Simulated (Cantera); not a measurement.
An adiabatic, constant-volume homogeneous reactor starts with 5.66 % CO, 2.88 % H2, 5.54 % CH4, 18.0 % O2, 67.9 % N2, at 1423 K and 2.07 atm.

Computed with Cantera and GRI-Mech 3.0 (53 species, 325 reactions).

Q: Predict: time of steepest temperature rise; temperature at 0.300 s; equilibrium temperature; x(CO) at 0.300 s; x(H2) at 0.300 s; x(O) at 0.300 s; x(HO2) at 0.300 s; x(H2O) at 0.300 s.

A: 
* **time of steepest temperature rise**: 0.173 ms
* **temperature at 0.300 s**: 2890 K
* **equilibrium temperature**: 2890 K
* **x(CO) at 0.300 s**: 0.0404 (gas-phase equilibrium 0.0404)
* **x(H2) at 0.300 s**: 0.00924 (gas-phase equilibrium 0.00924)
* **x(O) at 0.300 s**: 0.00713 (gas-phase equilibrium 0.00713)
* **x(HO2) at 0.300 s**: 1.44e-5 (gas-phase equilibrium 1.44e-5)
* **x(H2O) at 0.300 s**: 0.118 (gas-phase equilibrium 0.118)
